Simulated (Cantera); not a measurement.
A perfectly stirred reactor is fed with NH₃ : H₂ = 1 : 5.1 (molar parts), at 0.840 bar; it is held at 2298 K, and followed from long to short residence time.

Detailed kinetics in Cantera: the gas-phase N/H chemistry of the illustrative SiF4/NH3 mechanism in the Surface Chemkin manual (1991). Walls and surfaces, which speed up NH3 decomposition in real reactors, are not modelled.

**Question.** What does this change do: temperature 2298 to 1450 K?

**Answer.** 
```json
[
 {"quantity": "x(NH₃) at τ = 4.60 s", "before": "0.000355", "after": "0.163"},
 {"quantity": "x(H₂) at τ = 4.60 s", "before": "0.920", "after": "0.836"},
 {"quantity": "x(NH) at τ = 4.60 s", "before": "2.94e-6", "after": "4.54e-9"},
 {"quantity": "x(N) at τ = 4.60 s", "before": "1.49e-6", "after": "5.46e-11"},
 {"quantity": "x(N₂) at τ = 4.60 s", "before": "0.0699", "after": "0.000267"},
 {"quantity": "x(NH₃) at τ = 0.190 s", "before": "0.00214", "after": "0.164"},
 {"quantity": "x(H₂) at τ = 0.190 s", "before": "0.920", "after": "0.836"},
 {"quantity": "x(NH) at τ = 0.190 s", "before": "1.39e-5", "after": "4.17e-9"},
 {"quantity": "x(N) at τ = 0.190 s", "before": "6.27e-6", "after": "4.81e-11"},
 {"quantity": "x(N₂) at τ = 0.190 s", "before": "0.0692", "after": "1.01e-5"}
]
```

**Question.** What does this change do: temperature 2298 to 2375 K?

**Answer.** 
```
quantity                 before     after
---------------------  --------  --------
x(NH₃) at τ = 4.60 s   0.000355  0.000195
x(H₂) at τ = 4.60 s       0.920     0.915
x(NH) at τ = 4.60 s     2.94e-6   3.27e-6
x(N) at τ = 4.60 s      1.49e-6   2.05e-6
x(N₂) at τ = 4.60 s      0.0699    0.0698
x(NH₃) at τ = 0.190 s   0.00214   0.00107
x(H₂) at τ = 0.190 s      0.920     0.916
x(NH) at τ = 0.190 s    1.39e-5   1.58e-5
x(N) at τ = 0.190 s     6.27e-6   9.29e-6
x(N₂) at τ = 0.190 s     0.0692    0.0694
```
